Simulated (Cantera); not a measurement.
Feed: 1 mol Ta2O5, 30 mol H2, at 1675 °C and 0.100 bar.

Equilibrium computed with Cantera from the NASA thermochemical tables; the gas is ideal and each condensed phase is pure. Candidate condensed phases: H2O, Ta, Ta2O5; 12 gas species. Mutual solubility and eutectic melting of coexisting phases are not modelled. Condensed phases not in the tables: N, O or C dissolved in the metal. Equilibrium is a limit: real reactors are often held back by kinetics, nucleation or transport.

Base state: H2 0.995, H 0.00356, H2O 0.00144 (mole fractions); condensed: Ta(s) + Ta2O5(s).

**Question.** What changes in the equilibrium state with this change: Ta2O5 replaced by CuO?

**Answer.** 
```csv
species,before,after
H2,0.995,0.938
H2O,0.00144,0.0324
Cu,0,0.0262
Cu2,0,9.02e-5
OH,4.67e-7,1.08e-5
H,0.00356,0.00346
"Ta(s), mol",0.0173,0
"Ta2O5(s), mol",0.991,0
"Cu(l), mol",0,0.186
```
Further candidate phases: Cu, CuO, Cu(OH)2, Cu2O.

**Question.** What changes in the equilibrium state with this change: pressure from 0.100 bar to 2.60 bar?

**Answer.** 
```csv
species,before,after
H2,0.995,0.998
H2O,0.00144,0.00145
H,0.00356,0.000700
"Ta(s), mol",0.0173,0.0174
"Ta2O5(s), mol",0.991,0.991
```
